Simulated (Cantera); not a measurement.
Cantera with NASA thermochemical tables; ideal gases at 1 bar, condensed phases pure. Values are per mole of reaction as written; species without (g) are pure solids or liquids, kept so even where they would boil at 1 bar.

a) Pb + Cl₂(g) = PbCl₂
b) 2 Li + Cl₂(g) = 2 LiCl(g)
c) 0.6667 Fe + Cl₂(g) = 0.3333 Fe₂Cl₆(g)
d) Si + Cl₂(g) = SiCl₂(g)
e) Mg + Cl₂(g) = MgCl₂(g)
f) 0.5 Si + Cl₂(g) = 0.5 SiCl₄(g)
g) Ca + Cl₂(g) = CaCl₂

Problem. Order these by ΔG° at 1175 K, most negative first.

Solution. g (-619 kJ), b (-536 kJ), e (-413 kJ), f (-254 kJ), d (-212 kJ), a (-203 kJ), c (-147 kJ)
